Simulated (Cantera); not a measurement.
Charge: 1 mol Si₃N₄, 0.21 mol O₂, at 0.000500 bar.

Cantera equilibrium calculation (NASA polynomials, part measured and part estimated; ideal gas, pure solids and liquids). Candidate condensed phases: Si, SiO₂, Si₂N₂O, Si₃N₄; 16 gas species. The tables' values for SiN are old estimates; treat these amounts as uncertain. Rates play no part. All values below are at 1875 K.

Base state: N₂ 0.811, SiO 0.170, Si 0.0181, Si₂N 0.000194, Si₂ 0.000136, SiN 0.000131, Si₃ 3.11e-5 (mole fractions); condensed: Si(l).

What changes in the equilibrium state with this change: O₂ from 0.21 to 0.45 mol?


| species | before | after |
|---|---|---|
| N₂ | 0.811 | 0.677 |
| SiO | 0.170 | 0.305 |
| Si | 0.0181 | 0.0181 |
| Si₂N | 0.000194 | 0.000177 |
| SiN | 0.000131 | 0.000119 |
| Si₃ | 3.11e-5 | 3.11e-5 |
| Si₂ | 0.000136 | 0.000136 |
| Si(l), mol | 2.53 | 2.04 |
